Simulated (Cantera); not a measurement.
An isothermal, constant-pressure homogeneous reactor starts with CH4 : O2 : N2 = 0.0021 : 0.0069 : 1 (molar parts), at 1448 K and 0.920 bar. Integrator tolerance rtol = 1e-08.

Computed with Cantera and GRI-Mech 3.0 (53 species, 325 reactions).

### Question
What does this change do: pressure from 0.920 bar to 2.70 bar?

### Answer
```
quantity                                              before                                     after
------------------  ----------------------------------------  ----------------------------------------
x(CH4) at 6.00 s       <1e-12 (gas-phase equilibrium <1e-12)     <1e-12 (gas-phase equilibrium <1e-12)
x(O2) at 6.00 s      0.00267 (gas-phase equilibrium 0.00262)   0.00267 (gas-phase equilibrium 0.00262)
x(OH) at 6.00 s      3.44e-6 (gas-phase equilibrium 3.42e-6)   2.62e-6 (gas-phase equilibrium 2.61e-6)
x(NO) at 6.00 s     2.20e-6 (gas-phase equilibrium 0.000118)  1.43e-6 (gas-phase equilibrium 0.000118)
x(HCO) at 6.00 s       <1e-12 (gas-phase equilibrium <1e-12)     <1e-12 (gas-phase equilibrium <1e-12)
x(CH2CO) at 6.00 s     <1e-12 (gas-phase equilibrium <1e-12)     <1e-12 (gas-phase equilibrium <1e-12)
```

### Question
What does this change do: temperature 1448 to 900 K?

### Answer
```csv
quantity,before,after
x(CH4) at 6.00 s,<1e-12 (gas-phase equilibrium <1e-12),0.00208 (gas-phase equilibrium <1e-12)
x(O2) at 6.00 s,0.00267 (gas-phase equilibrium 0.00262),0.00684 (gas-phase equilibrium 0.00268)
x(OH) at 6.00 s,3.44e-6 (gas-phase equilibrium 3.42e-6),<1e-12 (gas-phase equilibrium 9.21e-10)
x(NO) at 6.00 s,2.20e-6 (gas-phase equilibrium 0.000118),<1e-12 (gas-phase equilibrium 1.17e-6)
x(HCO) at 6.00 s,<1e-12 (gas-phase equilibrium <1e-12),<1e-12 (gas-phase equilibrium <1e-12)
x(CH2CO) at 6.00 s,<1e-12 (gas-phase equilibrium <1e-12),<1e-12 (gas-phase equilibrium <1e-12)
```
Below about 1000 K GRI-Mech 3.0 lacks low-temperature oxidation paths.
